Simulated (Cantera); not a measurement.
A closed system holds: 1 mol Cr, 0.075 mol O₂, 46 mol H₂, at 1975 K and 2.80 Pa.

Equilibrium computed with Cantera from the NASA thermochemical tables; the gas is ideal and each condensed phase is pure. Candidate condensed phases: Cr, Cr₂O₃, H₂O; 13 gas species. Rates play no part.

Base state: H₂ 0.754, H 0.225, Cr 0.0188, H₂O 0.00270, OH 7.65e-5, CrO 4.42e-5, O 1.68e-5 (mole fractions); condensed: gas only.

### Question
What changes in the equilibrium state with this change: temperature from 1975 K to 1923.15 K?

### Answer
```tsv
species	before	after
H₂	0.754	0.817
H	0.225	0.161
Cr	0.0188	0.0195
O	1.68e-5	7.09e-6
OH	7.65e-5	4.82e-5
CrO	4.42e-5	4.19e-5
H₂O	0.00270	0.00284
```

### Question
What changes in the equilibrium state with this change: Cr replaced by Ta(OEt)₅?

### Answer
| species | before | after |
|---|---|---|
| H₂ | 0.754 | 0.710 |
| H | 0.225 | 0.218 |
| CO | 0 | 0.0721 |
| Cr | 0.0188 | 0 |
| H₂O | 0.00270 | <1e-9 |
| C₂H₂ (acetylene) | 0 | 0.000461 |
| OH | 7.65e-5 | <1e-9 |
| CrO | 4.42e-5 | 0 |
| O | 1.68e-5 | <1e-9 |
| C(graphite), mol | 0 | 3.78 |
| TaC(s), mol | 0 | 1.00 |
The feed counts by its element totals alone. TaC: taken at fixed stoichiometry. Condensed phases not in the tables: Ta₂C. Further candidate phases: C, C₆H₆, C₇H₈, C₈H₁₈, Ta, TaC, Ta₂O₅.

### Question
What changes in the equilibrium state with this change: H₂ from 46 to 6.9 mol?

### Answer
```csv
species,before,after
H₂,0.754,0.661
H,0.225,0.210
Cr,0.0188,0.112
H₂O,0.00270,0.0148
CrO₂,5.74e-8,1.33e-5
CrO,4.42e-5,0.00164
```
